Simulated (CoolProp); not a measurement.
The fluoroketone C6F12O (FK-5-1-12) along the isobar 8.84 MPa: Z from the reference equation and from simpler models built on Tc = 168.7 °C, pc = 1.869 MPa, ω = 0.471; each cubic takes its own stable root.

Model: reference Helmholtz-energy equation of state, McLinden 2015, in CoolProp.

| T (°C) | phase | reference | van der Waals | Soave-Redlich-Kwong | Peng-Robinson |
|---|---|---|---|---|---|
| -9.45 | liquid | 0.7371 | 1.193 | 0.8021 | 0.7148 |
| -4.45 | liquid | 0.7288 | 1.176 | 0.7917 | 0.7054 |
| 0.45 | liquid | 0.7210 | 1.160 | 0.7819 | 0.6966 |
| 5.35 | liquid | 0.7136 | 1.145 | 0.7726 | 0.6882 |
| 10.25 | liquid | 0.7065 | 1.130 | 0.7638 | 0.6803 |
| 15.15 | liquid | 0.6998 | 1.116 | 0.7555 | 0.6727 |
| 20.05 | liquid | 0.6934 | 1.102 | 0.7476 | 0.6656 |
| 24.95 | liquid | 0.6873 | 1.089 | 0.7401 | 0.6589 |
| 29.85 | liquid | 0.6815 | 1.077 | 0.7330 | 0.6525 |
| 34.75 | liquid | 0.6760 | 1.065 | 0.7263 | 0.6465 |
| 39.65 | liquid | 0.6709 | 1.053 | 0.7200 | 0.6408 |
| 44.55 | liquid | 0.6660 | 1.042 | 0.7140 | 0.6355 |
| 49.45 | liquid | 0.6613 | 1.031 | 0.7085 | 0.6305 |
| 54.35 | liquid | 0.6570 | 1.020 | 0.7032 | 0.6258 |
| 59.35 | liquid | 0.6528 | 1.010 | 0.6983 | 0.6214 |
